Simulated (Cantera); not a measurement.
Gas mixture: H₂O : O₂ = 0.82 : 0.97 (molar parts), at 1.00 atm, frozen composition.

Cantera's kinetic-theory transport with the Lennard-Jones parameters of GRI-Mech 3.0, ideal gas; thermal conductivity in the mixture-averaged form. Polar gases are described roughly by these parameters.

D: mixture-averaged diffusion coefficient of that species in the mixture.

```json
[
 {"T (K)": "400", "ρ (kg/m³)": "0.780", "cp (J/kg/K)": "1251", "μ (µPa s)": "20.4", "λ (mW/m/K)": "…", "Pr": "0.723", "D (cm²/s) CH₄": "0.386", "D (cm²/s) OH": "0.576", "D (cm²/s) C₂H₂": "0.290"},
 {"T (K)": "550", "ρ (kg/m³)": "0.567", "cp (J/kg/K)": "1309", "μ (µPa s)": "26.7", "λ (mW/m/K)": "…", "Pr": "0.717", "D (cm²/s) CH₄": "0.688", "D (cm²/s) OH": "1.01", "D (cm²/s) C₂H₂": "0.520"},
 {"T (K)": "700", "ρ (kg/m³)": "0.446", "cp (J/kg/K)": "1370", "μ (µPa s)": "32.6", "λ (mW/m/K)": "…", "Pr": "0.712", "D (cm²/s) CH₄": "1.05", "D (cm²/s) OH": "1.52", "D (cm²/s) C₂H₂": "0.799"},
 {"T (K)": "850", "ρ (kg/m³)": "0.367", "cp (J/kg/K)": "1426", "μ (µPa s)": "38.2", "λ (mW/m/K)": "…", "Pr": "0.708", "D (cm²/s) CH₄": "1.48", "D (cm²/s) OH": "2.12", "D (cm²/s) C₂H₂": "1.12"},
 {"T (K)": "1000", "ρ (kg/m³)": "0.312", "cp (J/kg/K)": "1478", "μ (µPa s)": "43.4", "λ (mW/m/K)": "…", "Pr": "0.705", "D (cm²/s) CH₄": "1.95", "D (cm²/s) OH": "2.79", "D (cm²/s) C₂H₂": "1.49"},
 {"T (K)": "1150", "ρ (kg/m³)": "0.271", "cp (J/kg/K)": "1525", "μ (µPa s)": "48.4", "λ (mW/m/K)": "…", "Pr": "0.703", "D (cm²/s) CH₄": "2.48", "D (cm²/s) OH": "3.53", "D (cm²/s) C₂H₂": "1.89"},
 {"T (K)": "1300", "ρ (kg/m³)": "0.240", "cp (J/kg/K)": "1569", "μ (µPa s)": "53.2", "λ (mW/m/K)": "…", "Pr": "0.702", "D (cm²/s) CH₄": "3.05", "D (cm²/s) OH": "4.34", "D (cm²/s) C₂H₂": "2.33"},
 {"T (K)": "1450", "ρ (kg/m³)": "0.215", "cp (J/kg/K)": "1609", "μ (µPa s)": "57.7", "λ (mW/m/K)": "…", "Pr": "0.702", "D (cm²/s) CH₄": "3.67", "D (cm²/s) OH": "5.20", "D (cm²/s) C₂H₂": "2.81"}
]
```

Q: Complete the blanks.

A: 
- 400, λ (mW/m/K): 35.3
- 550, λ (mW/m/K): 48.8
- 700, λ (mW/m/K): 62.8
- 850, λ (mW/m/K): 76.9
- 1000, λ (mW/m/K): 91.0
- 1150, λ (mW/m/K): 105
- 1300, λ (mW/m/K): 119
- 1450, λ (mW/m/K): 132
